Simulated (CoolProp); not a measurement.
Vapour-liquid equilibrium of R22 (1) + C3F8 (R218) (2) at -45.75 °C; x and y are mole fractions of (1).

Computed with CoolProp (multi-fluid Helmholtz-energy mixture model, Kamei 1995 and Lemmon 2006; pair parameters Bell 2016).

```
x     bubble pressure, mixture model (MPa)  bubble pressure, Raoult's law (MPa)  y, mixture model  y, Raoult's law
----  ------------------------------------  -----------------------------------  ----------------  ---------------
0.05                               0.07617                              0.06697             0.167            0.060
0.2                                0.09615                              0.06901             0.418            0.232
0.35                                0.1052                              0.07106             0.522            0.394
0.5                                 0.1082                              0.07310             0.573            0.547
0.65                                0.1084                              0.07515             0.608            0.691
0.8                                 0.1058                              0.07719             0.661            0.828
0.95                               0.09184                              0.07924             0.835            0.958
```

The largest gap from Raoult's law is +48.0 % in bubble pressure, at x = 0.35. y crosses x between x = 0.5 and 0.65: the model has an azeotrope there.

Pair parameters are fitted to limited data, so mixtures are less certain than the pure fluids.
